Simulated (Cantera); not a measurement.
Cantera run, input and output.

```python
import numpy as np
import cantera as ct

gas = ct.Solution("h2o2.yaml")
gas.TPX = 675, 860000, {'H2': 1, 'O2': 0.217, 'N2': 0.817}
flame = ct.FreeFlame(gas, width=0.0089)
flame.set_refine_criteria(ratio=3, slope=0.08, curve=0.16)
flame.transport_model = "mixture-averaged"
flame.solve(loglevel=0, auto=True)
z, T = flame.grid, flame.T
thick = (T[-1] - T[0]) / np.gradient(T, z).max()
show = ['H2', 'O2', 'O', 'H2O', 'H2O2', 'H']
print(f"laminar burning velocity  {flame.velocity[0] * 100:.3f} cm/s")
print(f"burnt temperature         {T[-1]:.1f} K")
print(f"thermal thickness         {thick * 1e3:.4f} mm")
print(f"grid points               {len(z)}")
z0 = z[flame.heat_release_rate.argmax()]
print(f"{'z/mm':>9s}{'T/K':>9s}{'u/(m/s)':>9s}" + "".join(f"{s:>11s}" for s in show))
rows = []
for k in (-3, -2, -1.5, -1, -0.5, -0.25, 0, 0.25, 0.5, 1, 2, 4, 8):
    zz = z0 + k * thick
    rows.append([k * thick, np.interp(zz, z, T), np.interp(zz, z, flame.velocity),
                 *(np.interp(zz, z, flame.X[gas.species_index(s)]) for s in show)])
    print(f"{rows[-1][0] * 1e3:9.3f}{rows[-1][1]:9.1f}{rows[-1][2]:9.3f}" + "".join(f"{x:11.3e}" for x in rows[-1][3:]))
```

Output:

```
laminar burning velocity  1040.428 cm/s
burnt temperature         2273.4 K
thermal thickness         0.0314 mm
grid points               112
     z/mm      T/K  u/(m/s)         H2         O2          O        H2O       H2O2          H
   -0.094    675.0   10.404  4.916e-01  1.067e-01  2.325e-14  4.930e-10  9.234e-13  3.332e-15
   -0.063    675.0   10.404  4.916e-01  1.067e-01  9.891e-12  3.118e-08  8.466e-11  1.711e-12
   -0.047    675.1   10.405  4.916e-01  1.067e-01  4.298e-10  4.498e-07  1.607e-09  1.755e-10
   -0.031    676.4   10.416  4.911e-01  1.068e-01  3.036e-08  1.214e-05  6.223e-08  5.814e-08
   -0.016    746.9   11.311  4.795e-01  1.069e-01  1.975e-05  3.254e-03  1.986e-05  2.591e-04
   -0.008   1028.8   15.112  4.432e-01  9.775e-02  3.006e-04  3.109e-02  5.423e-05  4.970e-03
    0.000   1415.9   20.299  3.794e-01  6.795e-02  1.342e-03  9.695e-02  1.801e-05  2.163e-02
    0.008   1691.2   24.039  3.221e-01  3.171e-02  1.621e-03  1.675e-01  3.647e-06  3.940e-02
    0.016   1836.4   26.001  2.942e-01  1.168e-02  1.037e-03  2.063e-01  1.869e-06  4.644e-02
    0.031   1959.7   27.589  2.846e-01  1.677e-03  4.521e-04  2.270e-01  7.143e-07  4.324e-02
    0.063   2058.4   28.789  2.897e-01  1.523e-04  2.329e-04  2.321e-01  2.987e-07  3.228e-02
    0.126   2139.5   29.744  2.965e-01  4.114e-05  1.092e-04  2.346e-01  1.461e-07  2.134e-02
    0.251   2198.3   30.420  3.016e-01  1.596e-05  4.268e-05  2.365e-01  6.668e-08  1.301e-02
```

Computed with Cantera and the H2/O2 subset of GRI-Mech 3.0, which has no nitrogen chemistry. The hydrogen kinetics of GRI-Mech 3.0 are dated; newer H2 mechanisms differ, most at raised pressure. Burning velocities carry a grid error of a few per cent, more on coarse grids.
